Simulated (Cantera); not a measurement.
A closed system holds: 1 mol Si3H8, 0.023 mol HCl, 5.7 mol N2, equilibrated at 1700 K and 0.390 bar.

Method: chemical equilibrium by Gibbs-energy minimisation in Cantera with the NASA 1993 tables (ideal gas, pure condensed phases). Candidate condensed phases: NH4Cl, Si, Si3N4; 28 gas species. The feed counts by its element totals alone. Equilibrium is a limit: real reactors are often held back by kinetics, nucleation or transport.

Base state: H2 0.518, N2 0.479, HCl 0.00297, H 0.000170 (mole fractions); condensed: Si3N4(s).

Q: What changes in the equilibrium state with this change: HCl from 0.023 to 0.92 mol?

A: 
```csv
species,before,after
H2,0.518,0.467
N2,0.479,0.431
HCl,0.00297,0.0989
SiCl2,2.51e-6,0.00331
SiCl3,5.22e-9,0.000241
SiCl4,<1e-9,3.45e-5
SiHCl3,<1e-9,3.15e-5
Cl,7.58e-7,2.65e-5
H,0.000170,0.000161
"Si3N4(s), mol",1.000,0.990
```
The tables' values for SiCl3 are old estimates; treat these amounts as uncertain.
